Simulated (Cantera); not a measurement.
Gas mixture: 100 % C₃H₈, at 101000 Pa, frozen composition.

Cantera's kinetic-theory transport with the Lennard-Jones parameters of GRI-Mech 3.0, ideal gas; thermal conductivity in the multicomponent form.

One state of this run: ρ (kg/m³) = 0.672; cp (J/kg/K) = 3512; μ (µPa s) = 19.4; λ (mW/m/K) = 90.1; Pr = 0.758; D (cm²/s) N₂ = 0.650; D (cm²/s) H₂O = 0.766; D (cm²/s) OH = 0.971. D: mixture-averaged diffusion coefficient of that species in the mixture.

Question: Which value of T (K) does it belong to?
A) 1000
B) 800
C) 400
D) 500

Answer: B, 800
